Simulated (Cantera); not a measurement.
An isothermal, constant-pressure homogeneous reactor starts with H₂ : O₂ : N₂ = 1.3 : 1 : 3.8 (molar parts), equivalence ratio 0.65, at 948 K and 0.450 bar.

Computed with Cantera and GRI-Mech 3.0 (53 species, 325 reactions). Below about 950 K walls govern HO2 and H2O2 in real vessels. The temperature is held fixed by assumption; the heat of reaction is taken as removed at once.

One state of this run: x H₂ = 0.0346; x O₂ = 0.0804; x H = 4.33e-7; x O = 1.80e-7; x H₂O = 0.200; x HO₂ = 4.34e-5; x OH = 1.36e-7. x: mole fraction; the columns are a selection and need not sum to one.

### Question
Which value of t (s) does it belong to?
A. 12.0
B. 0.476
C. 60.0
D. 0.00378

### Answer
D, 0.00378
